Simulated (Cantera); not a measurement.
Feed: 1 mol SiHCl₃, a varied amount of N₂, held at 1173 K and 0.0490 bar.

Cantera equilibrium calculation (NASA polynomials, part measured and part estimated; ideal gas, pure solids and liquids). Candidate condensed phases: NH₄Cl, Si, Si₃N₄; 28 gas species. N₂ is the only nitrogen source here; it is nearly inert below about 1500 K, so the nitride shown seldom forms there in practice. Rates play no part.

Q: What share of the Si ends up in condensed phases as a function of n(N₂) (mol), at 0.28, 0.52, 0.97, 1.8, 3.4, 6.4, 12, 23, 42, 79?

A: 
```
n(N₂) (mol)  Si condensed (%)        as
-----------  ----------------  --------
0.28                     37.2  Si₃N₄(s)
0.52                     40.4  Si₃N₄(s)
0.97                     41.9  Si₃N₄(s)
1.8                      43.2  Si₃N₄(s)
3.4                      44.3  Si₃N₄(s)
6.4                      45.3  Si₃N₄(s)
12                       46.1  Si₃N₄(s)
23                       46.9  Si₃N₄(s)
42                       47.4  Si₃N₄(s)
79                       47.9  Si₃N₄(s)
```
